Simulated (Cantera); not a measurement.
## Hydrocarbon pyrolysis for carbon deposition

An isothermal, constant-pressure homogeneous reactor starts with C2H6 : N2 = 1 : 1.7 (molar parts), at 1048 K and 0.0263 atm.

Model: GRI-Mech 3.0 (53 species, 325 reactions), integrated in Cantera. GRI-Mech 3.0 stops at C3 and has no aromatics, soot or wall deposition, so with more carbon than oxygen in the feed, carbon stays in small species such as C2H2 where larger ones or solid carbon would form. Radical loss at walls, strong at low pressure, is not modelled.

```csv
t (s),x C2H6,x C2H4,x HCN,x C2H,x CH3,x C2H2,x H2
4.00e-6,0.370,<1e-12,<1e-12,<1e-12,6.08e-9,<1e-12,<1e-12
1.32e-5,0.370,<1e-12,<1e-12,<1e-12,2.00e-8,<1e-12,1.62e-12
4.35e-5,0.370,2.70e-11,<1e-12,<1e-12,6.50e-8,<1e-12,2.53e-11
0.000143,0.370,9.40e-10,<1e-12,<1e-12,2.06e-7,<1e-12,8.67e-10
0.000473,0.370,3.13e-8,<1e-12,<1e-12,5.95e-7,<1e-12,3.04e-8
0.00156,0.370,9.17e-7,<1e-12,<1e-12,1.33e-6,<1e-12,9.08e-7
0.00514,0.370,1.97e-5,<1e-12,<1e-12,1.83e-6,5.96e-11,1.96e-5
0.0169,0.370,0.000280,<1e-12,<1e-12,2.47e-6,1.12e-8,0.000278
0.0558,0.366,0.00281,<1e-12,<1e-12,6.42e-6,1.17e-6,0.00276
0.184,0.348,0.0155,<1e-12,<1e-12,8.21e-6,3.38e-5,0.0151
0.607,0.293,0.0540,<1e-12,<1e-12,7.45e-6,0.000331,0.0529
2.00,0.165,0.142,<1e-12,<1e-12,5.66e-6,0.00193,0.140
```
x: mole fraction; the columns are a selection and need not sum to one.

Equilibrium at this temperature and pressure: C2H6 0.000161, C2H4 0.0430, HCN 0.0518, C2H <1e-12, CH3 6.62e-7, C2H2 0.0766, H2 0.115 (gas phase only).
